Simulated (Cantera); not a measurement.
An isothermal, constant-pressure homogeneous reactor starts with C3H8 : H2 = 1 : 8.9 (molar parts), at 1373 K and 0.132 atm. Integrator tolerance rtol = 1e-08.

Cantera simulation using GRI-Mech 3.0 (53 species, 325 reactions); the numbers are that mechanism's predictions, not measurements. GRI-Mech 3.0 was tuned for natural gas; its chemistry of propane as a main component is partial and can be far from experiment. GRI-Mech 3.0 stops at C3 and has no aromatics, soot or wall deposition, so with more carbon than oxygen in the feed, carbon stays in small species such as C2H2 where larger ones or solid carbon would form.

Problem. What does this change do: pressure from 0.132 atm to 0.00247 atm?

Solution. 
```tsv
quantity	before	after
x(C3H8) at 70.0 s	1.58e-8 (gas-phase equilibrium 1.58e-8)	1.51e-10 (gas-phase equilibrium <1e-12)
x(H2) at 70.0 s	0.823 (gas-phase equilibrium 0.821)	0.832 (gas-phase equilibrium 0.882)
x(H) at 70.0 s	8.47e-6 (gas-phase equilibrium 8.32e-6)	3.35e-5 (gas-phase equilibrium 6.30e-5)
x(C2H2) at 70.0 s	0.0713 (gas-phase equilibrium 0.0703)	0.0836 (gas-phase equilibrium 0.115)
x(CH3) at 70.0 s	1.99e-5 (gas-phase equilibrium 2.01e-5)	6.78e-5 (gas-phase equilibrium 3.78e-6)
x(CH4) at 70.0 s	0.0968 (gas-phase equilibrium 0.0996)	0.0845 (gas-phase equilibrium 0.00266)
x(CH2) at 70.0 s	1.42e-10 (gas-phase equilibrium 1.41e-10)	1.80e-9 (gas-phase equilibrium 1.87e-10)
```
Radical loss at walls, strong at low pressure, is not modelled.

Problem. What does this change do: temperature 1373 to 1200 K?

Solution. 
| quantity | before | after |
|---|---|---|
| x(C3H8) at 70.0 s | 1.58e-8 (gas-phase equilibrium 1.58e-8) | 8.68e-7 (gas-phase equilibrium 7.64e-8) |
| x(H2) at 70.0 s | 0.823 (gas-phase equilibrium 0.821) | 0.777 (gas-phase equilibrium 0.713) |
| x(H) at 70.0 s | 8.47e-6 (gas-phase equilibrium 8.32e-6) | 1.63e-6 (gas-phase equilibrium 4.59e-7) |
| x(C2H2) at 70.0 s | 0.0713 (gas-phase equilibrium 0.0703) | 0.0251 (gas-phase equilibrium 0.00502) |
| x(CH3) at 70.0 s | 1.99e-5 (gas-phase equilibrium 2.01e-5) | 6.65e-6 (gas-phase equilibrium 3.40e-6) |
| x(CH4) at 70.0 s | 0.0968 (gas-phase equilibrium 0.0996) | 0.166 (gas-phase equilibrium 0.277) |
| x(CH2) at 70.0 s | 1.42e-10 (gas-phase equilibrium 1.41e-10) | 7.01e-12 (gas-phase equilibrium 1.10e-12) |
